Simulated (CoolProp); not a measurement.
Saturated liquid density (kg/m³) of ethylene: the reference equation beside estimates from Tc = 9.2 °C, pc = 5.042 MPa, ω = 0.087. Rackett uses Z = 0.29056 − 0.08775 ω.

Values from CoolProp's reference Helmholtz-energy equation of state, Smukala 2000.

```tsv
T (°C)	reference	Rackett	Soave-Redlich-Kwong	Peng-Robinson
-50.35	481.4	478.3	450.9	511.4
-46.75	474.5	471.5	442.6	501.9
-43.15	467.4	464.5	433.9	492.1
-39.55	460.0	457.2	424.9	481.8
-35.95	452.3	449.7	415.5	471.0
-32.35	444.3	441.9	405.7	459.7
-28.75	435.9	433.7	395.3	447.8
-25.15	427.1	425.2	384.5	435.3
-21.55	417.8	416.1	373.0	422.0
-17.95	407.9	406.5	360.8	407.8
-14.35	397.2	396.1	347.8	392.5
-10.75	385.6	384.9	333.7	376.1
-7.15	372.7	372.5	318.4	358.0
```

Absolute difference from the reference over all 13 rows, mean and median: Rackett 0.4 and 0.5 %, Soave-Redlich-Kwong 9.7 and 9.3 %, Peng-Robinson 3.3 and 3.5 %.
